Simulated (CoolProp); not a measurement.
Vapour-liquid equilibrium of methanol (1) + toluene (2) at 1.58 MPa; x and y are mole fractions of (1).

The numbers come from the multi-fluid Helmholtz-energy mixture model, de Reuck 1993 and Lemmon 2006; pair parameters Bell 2016 in CoolProp.

| x | bubble temperature, mixture model (°C) | bubble temperature, Raoult's law (°C) | y, mixture model | y, Raoult's law |
|---|---|---|---|---|
| 0.05 | 221.6 | 232.5 | 0.275 | 0.228 |
| 0.2 | 186.2 | 206.5 | 0.610 | 0.575 |
| 0.35 | 174.1 | 190.3 | 0.707 | 0.741 |
| 0.5 | 167.9 | 178.9 | 0.762 | 0.840 |
| 0.65 | 163.3 | 170.1 | 0.815 | 0.906 |
| 0.8 | 159.5 | 163.0 | 0.880 | 0.954 |
| 0.95 | 156.3 | 157.1 | 0.967 | 0.990 |

The largest gap from Raoult's law is -20.3 K in bubble temperature, at x = 0.2. No azeotrope shows between x = 0.05 and 0.95.

The pair parameters rest on a limited set of measurements; away from them the model extrapolates.
